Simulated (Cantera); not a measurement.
Cantera with NASA thermochemical tables; ideal gases at 1 bar, condensed phases pure. Values are per mole of reaction as written; species without (g) are pure solids or liquids, kept so even where they would boil at 1 bar. TiC: taken at fixed stoichiometry.

3 HCl(g) + TiC + 2 Cl(g) ⇌ CH₃Cl(g) + TiCl₄, with ΔH° = -667.7 kJ and ΔS° = -428.5 J/K at 300 K.

Task: How far is the shortcut ΔG° ≈ ΔH°(300 K) − T·ΔS°(300 K) from the full temperature-dependent value at 375, 400, 425, 450, 475, 500, 525, 550 K?

Result: 
```
T (K)  shortcut (kJ)  full (kJ)  difference (kJ)  difference in log10 K
-----  -------------  ---------  ---------------  ---------------------
375           -507.0     -507.2              0.2                  -0.03
400           -496.3     -496.6              0.3                  -0.04
425           -485.6     -486.1              0.5                  -0.06
450           -474.9     -475.6              0.7                  -0.08
475           -464.2     -465.1              0.9                  -0.10
500           -453.4     -454.6              1.2                  -0.12
525           -442.7     -444.2              1.5                  -0.15
550           -432.0     -433.8              1.8                  -0.17
```
The shortcut ignores the heat-capacity change of the reaction.
